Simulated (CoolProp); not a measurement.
Octamethylcyclotetrasiloxane (D4) along the isobar 766 kPa: Z from the reference equation and from simpler models built on Tc = 586.5 K, pc = 1347 kPa, ω = 0.598; each cubic takes its own stable root.

Values from CoolProp's reference Helmholtz-energy equation of state, Thol 2015.

```tsv
T (K)	phase	reference
503.9	liquid	0.07923
509.6	liquid	0.07954
515.4	liquid	0.07993
521.2	liquid	0.08043
526.9	liquid	0.08105
532.7	liquid	0.08182
538.5	liquid	0.08279
544.3	liquid	0.08403
555.8	gas	0.6719
561.6	gas	0.6931
567.3	gas	0.7115
573.1	gas	0.7282
578.9	gas	0.7432
584.7	gas	0.7568
590.4	gas	0.7691
```

Task: How far does each simpler model (van der Waals, Redlich-Kwong, Soave-Redlich-Kwong, Peng-Robinson) lie from the reference over these 15 states: mean and median of the absolute difference, and the worst?

Result: 
- van der Waals: mean 321.0 %, median 74.6 %, worst +779.6 % at 538.5 K and 766 kPa
- Redlich-Kwong: mean 152.7 %, median 25.3 %, worst +719.4 % at 544.3 K and 766 kPa
- Soave-Redlich-Kwong: mean 9.0 %, median 12.4 %, worst +19.0 % at 544.3 K and 766 kPa
- Peng-Robinson: mean 1.5 %, median 1.0 %, worst +5.2 % at 544.3 K and 766 kPa

At some of these states van der Waals, Redlich-Kwong gives the other phase, because its saturation line lies elsewhere.
